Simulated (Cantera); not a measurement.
## Hydrocarbon pyrolysis for carbon deposition

An isothermal, constant-pressure homogeneous reactor starts with C₂H₄ : H₂ = 1 : 2.8 (molar parts), at 1600 K and 1.00 bar.

Detailed kinetics in Cantera: GRI-Mech 3.0 (53 species, 325 reactions). GRI-Mech 3.0 was tuned for natural gas; its chemistry of ethylene as a main component is partial and can be far from experiment. GRI-Mech 3.0 stops at C3 and has no aromatics, soot or wall deposition, so with more carbon than oxygen in the feed, carbon stays in small species such as C2H2 where larger ones or solid carbon would form.

```tsv
t (s)	x C₂H₄	x H₂	x H	x CH₃	x C₂H	x CH₄	x CH₂
8.00e-5	0.261	0.737	4.42e-6	8.02e-8	3.30e-11	2.06e-6	6.11e-10
0.000157	0.258	0.738	1.17e-5	3.68e-7	2.12e-10	1.72e-5	1.61e-9
0.000308	0.247	0.740	3.72e-5	2.16e-6	2.13e-9	0.000173	5.00e-9
0.000604	0.209	0.747	6.91e-5	7.22e-6	1.32e-8	0.00127	8.21e-9
0.00118	0.142	0.759	7.57e-5	1.15e-5	3.17e-8	0.00377	6.56e-9
0.00232	0.0724	0.772	7.60e-5	1.53e-5	4.93e-8	0.00669	4.12e-9
0.00456	0.0290	0.779	7.36e-5	1.83e-5	5.79e-8	0.00915	2.63e-9
0.00894	0.0170	0.780	7.03e-5	2.11e-5	5.79e-8	0.0113	2.33e-9
0.0175	0.0160	0.778	6.76e-5	2.62e-5	5.58e-8	0.0147	2.61e-9
0.0344	0.0158	0.774	6.40e-5	3.49e-5	5.27e-8	0.0206	3.11e-9
0.0675	0.0155	0.767	5.92e-5	4.84e-5	4.85e-8	0.0308	3.82e-9
0.132	0.0151	0.756	5.41e-5	6.69e-5	4.39e-8	0.0459	4.67e-9
0.260	0.0145	0.743	4.98e-5	8.69e-5	4.01e-8	0.0638	5.53e-9
0.510	0.0141	0.734	4.74e-5	0.000101	3.79e-8	0.0766	6.08e-9
1.00	0.0140	0.732	4.69e-5	0.000104	3.73e-8	0.0802	6.23e-9
```
x: mole fraction; the columns are a selection and need not sum to one.

Equilibrium at this temperature and pressure: C₂H₄ 0.0140, H₂ 0.732, H 4.68e-5, CH₃ 0.000105, C₂H 3.73e-8, CH₄ 0.0804, CH₂ 6.24e-9 (gas phase only).
